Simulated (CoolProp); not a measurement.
Normal hydrogen at 366.12 K and 2.97 MPa flows at 0.2 m/s in a round tube of 6 mm bore and 1.5 µm roughness, fully developed (64/Re and Nu = 3.66 if laminar; Colebrook and Gnielinski if turbulent). Each further row changes one setting.

Values from CoolProp's reference Helmholtz-energy equation of state, Leachman 2009.

```tsv
case	Reynolds number	Darcy friction factor	pressure drop (Pa/m)	heat-transfer coefficient (W/(m² K))	mass flow (kg/h)
as stated	226	0.283	1.83	134	0.0394
velocity 0.4 m/s	453	0.141	3.65	134	0.0789
diameter 12 mm	453	0.141	0.456	67.0	0.158
```

Viscosity comes from a separate model (Muzny 2013). Thermal conductivity comes from a separate model (Assael 2011).
